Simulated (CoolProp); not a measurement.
Properties of water at several states.

Computed with CoolProp (reference Helmholtz-energy equation of state, Wagner 2002).

```json
[
 {"T (K)": "663.6", "p (MPa)": "25", "phase": "supercritical", "cp (kJ/(kg K))": "26.48", "cv (kJ/(kg K))": "3.602", "isothermal compressibility (1/MPa)": "0.2103", "expansivity (1/kK)": "39.14", "Prandtl number": "___", "fugacity coefficient": "___"},
 {"T (K)": "770.8", "p (MPa)": "0.333", "phase": "gas", "cp (kJ/(kg K))": "2.141", "cv (kJ/(kg K))": "___", "isothermal compressibility (1/MPa)": "3.011", "expansivity (1/kK)": "1.310", "Prandtl number": "0.917", "fugacity coefficient": "0.9975"},
 {"T (K)": "859.1", "p (MPa)": "0.0138", "phase": "gas", "cp (kJ/(kg K))": "2.191", "cv (kJ/(kg K))": "1.729", "isothermal compressibility (1/MPa)": "72.47", "expansivity (1/kK)": "1.164", "Prandtl number": "0.908", "fugacity coefficient": "0.9999"},
 {"T (K)": "329.9", "p (MPa)": "18", "phase": "liquid", "cp (kJ/(kg K))": "4.145", "cv (kJ/(kg K))": "3.952", "isothermal compressibility (1/MPa)": "0.0004228", "expansivity (1/kK)": "0.4964", "Prandtl number": "3.12", "fugacity coefficient": "___"}
]
```

Fill in the missing entries.


- 663.6, Prandtl number: 3.53
- 663.6, fugacity coefficient: 0.6485
- 770.8, cv (kJ/(kg K)): 1.673
- 329.9, fugacity coefficient: 0.001067

Viscosity comes from a separate model (Huber 2009). Thermal conductivity comes from a separate model (Huber 2012).
